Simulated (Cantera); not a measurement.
Equilibrium for hydrogen reduction and annealing atmospheres: TiO2 + H2 + H2O

Charge: 1 mol TiO2, a varied amount of H2, 3.3 mol H2O, held at 1477 °C and 100000 Pa.

Equilibrium computed with Cantera from the NASA thermochemical tables; the gas is ideal and each condensed phase is pure. Candidate condensed phases: H2O, Ti, TiO, TiO2, Ti2O3, Ti3O5, Ti4O7; 12 gas species. Condensed phases not in the tables: Magnéli phases beyond Ti4O7. Gases not in the tables: TiO(OH)2. Rates play no part.

| n(H2) (mol) | x H2 | x H2O | x H | x OH | x TiO2 | n TiO2(rutile) | n Ti4O7(s) | n Ti3O5(s) |
|---|---|---|---|---|---|---|---|---|
| 9.1 | 0.734 | 0.266 | 0.000199 | 4.24e-6 | 1.15e-9 | 1.00 | 0 | 0 |
| 13 | 0.797 | 0.202 | 0.000208 | 3.09e-6 | 1.15e-9 | 1.00 | 0 | 0 |
| 19 | 0.852 | 0.148 | 0.000215 | 2.19e-6 | 1.15e-9 | 1.00 | 0 | 0 |
| 28 | 0.894 | 0.105 | 0.000220 | 1.52e-6 | 1.15e-9 | 1.00 | 0 | 0 |
| 40 | 0.924 | 0.0762 | 0.000224 | 1.08e-6 | 1.15e-9 | 1.00 | 0 | 0 |
| 58 | 0.942 | 0.0579 | 0.000226 | 8.14e-7 | 1.08e-9 | 0 | 0.250 | 0 |
| 84 | 0.959 | 0.0407 | 0.000228 | 5.66e-7 | 9.82e-10 | 0 | 0.250 | 0 |
| 120 | 0.971 | 0.0288 | 0.000229 | 3.98e-7 | 8.98e-10 | 0 | 0.250 | 0 |
| 180 | 0.980 | 0.0198 | 0.000230 | 2.73e-7 | 7.93e-10 | 0 | 0 | 0.333 |
| 250 | 0.985 | 0.0143 | 0.000231 | 1.97e-7 | 7.10e-10 | 0 | 0 | 0.333 |
| 370 | 0.990 | 0.00973 | 0.000231 | 1.33e-7 | 6.23e-10 | 0 | 0 | 0.333 |
x: gas mole fraction; n: condensed amount in mol.

From 9.1 mol H2 to 40 mol H2 the condensed part is TiO2(rutile). From 58 mol H2 to 120 mol H2 the condensed part is Ti4O7(s). From 180 mol H2 to 370 mol H2 the condensed part is Ti3O5(s).
